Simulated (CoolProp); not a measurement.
Vapour-liquid equilibrium of isobutane (1) + acetone (2) at 96.25 °C; x and y are mole fractions of (1).

Model: multi-fluid Helmholtz-energy mixture model, Bücker 2006 and Lemmon 2006; pair parameters Bell 2016, in CoolProp.

```json
[
 {"x": "0.05", "bubble pressure, mixture model (kPa)": "533.6", "bubble pressure, Raoult's law (kPa)": "413.4", "y, mixture model": "0.365", "y, Raoult's law": "0.224"},
 {"x": "0.125", "bubble pressure, mixture model (kPa)": "784.9", "bubble pressure, Raoult's law (kPa)": "527.0", "y, mixture model": "0.573", "y, Raoult's law": "0.439"},
 {"x": "0.2", "bubble pressure, mixture model (kPa)": "985.2", "bubble pressure, Raoult's law (kPa)": "640.5", "y, mixture model": "0.666", "y, Raoult's law": "0.578"},
 {"x": "0.275", "bubble pressure, mixture model (kPa)": "1141", "bubble pressure, Raoult's law (kPa)": "754.0", "y, mixture model": "0.718", "y, Raoult's law": "0.675"},
 {"x": "0.35", "bubble pressure, mixture model (kPa)": "1261", "bubble pressure, Raoult's law (kPa)": "867.6", "y, mixture model": "0.751", "y, Raoult's law": "0.747"},
 {"x": "0.425", "bubble pressure, mixture model (kPa)": "1356", "bubble pressure, Raoult's law (kPa)": "981.1", "y, mixture model": "0.776", "y, Raoult's law": "0.802"},
 {"x": "0.5", "bubble pressure, mixture model (kPa)": "1433", "bubble pressure, Raoult's law (kPa)": "1095", "y, mixture model": "0.796", "y, Raoult's law": "0.846"},
 {"x": "0.575", "bubble pressure, mixture model (kPa)": "1502", "bubble pressure, Raoult's law (kPa)": "1208", "y, mixture model": "0.814", "y, Raoult's law": "0.881"},
 {"x": "0.65", "bubble pressure, mixture model (kPa)": "1566", "bubble pressure, Raoult's law (kPa)": "1322", "y, mixture model": "0.834", "y, Raoult's law": "0.911"},
 {"x": "0.725", "bubble pressure, mixture model (kPa)": "1631", "bubble pressure, Raoult's law (kPa)": "1435", "y, mixture model": "0.856", "y, Raoult's law": "0.935"},
 {"x": "0.8", "bubble pressure, mixture model (kPa)": "1695", "bubble pressure, Raoult's law (kPa)": "1549", "y, mixture model": "0.883", "y, Raoult's law": "0.956"},
 {"x": "0.875", "bubble pressure, mixture model (kPa)": "1760", "bubble pressure, Raoult's law (kPa)": "1662", "y, mixture model": "0.918", "y, Raoult's law": "0.975"},
 {"x": "0.95", "bubble pressure, mixture model (kPa)": "1819", "bubble pressure, Raoult's law (kPa)": "1776", "y, mixture model": "0.963", "y, Raoult's law": "0.990"}
]
```

The largest gap from Raoult's law is +53.8 % in bubble pressure, at x = 0.2. No azeotrope shows between x = 0.05 and 0.95.

Pair parameters are fitted to limited data, so mixtures are less certain than the pure fluids. With so large a gap from Raoult's law the liquid may split in two, which this calculation doesn't test in full.
